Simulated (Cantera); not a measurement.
Hydrocarbon pyrolysis for carbon deposition

An isothermal, constant-pressure homogeneous reactor starts with C2H6 : N2 = 2.5 : 18 (molar parts), at 1200 K and 13300 Pa.

Cantera simulation using GRI-Mech 3.0 (53 species, 325 reactions); the numbers are that mechanism's predictions, not measurements. GRI-Mech 3.0 stops at C3 and has no aromatics, soot or wall deposition, so with more carbon than oxygen in the feed, carbon stays in small species such as C2H2 where larger ones or solid carbon would form.

```
t (s)       x C2H6     x HCN      x H2    x C2H4      x H
--------  --------  --------  --------  --------  -------
3.00e-5      0.122    <1e-12   2.56e-8   2.90e-8  4.58e-9
7.44e-5      0.122    <1e-12   3.98e-7   4.23e-7  2.83e-8
0.000185     0.122    <1e-12   5.75e-6   5.91e-6  1.59e-7
0.000458     0.122    <1e-12   7.20e-5   7.32e-5  7.36e-7
0.00114      0.121  4.61e-12  0.000633  0.000650  2.09e-6
0.00282      0.118  2.31e-11   0.00321   0.00334  3.16e-6
0.00698      0.109  4.47e-11    0.0104    0.0108  3.46e-6
0.0173      0.0879  6.31e-11    0.0269    0.0275  3.88e-6
0.0430      0.0494  7.94e-11    0.0581    0.0568  4.73e-6
0.107       0.0107  9.16e-11    0.0933    0.0802  4.98e-6
0.264      0.00109  9.40e-11     0.110    0.0757  2.28e-6
0.655     0.000218  9.36e-11     0.119    0.0657  1.11e-6
1.63      0.000132  9.28e-11     0.130    0.0527  9.40e-7
4.03       9.63e-5  9.18e-11     0.144    0.0350  9.22e-7
10.0       6.29e-5  9.14e-11     0.154    0.0217  8.31e-7
```
x: mole fraction; the columns are a selection and need not sum to one.

Equilibrium at this temperature and pressure: C2H6 1.85e-5, HCN 0.0600, H2 0.120, C2H4 0.00762, H 1.88e-7 (gas phase only).
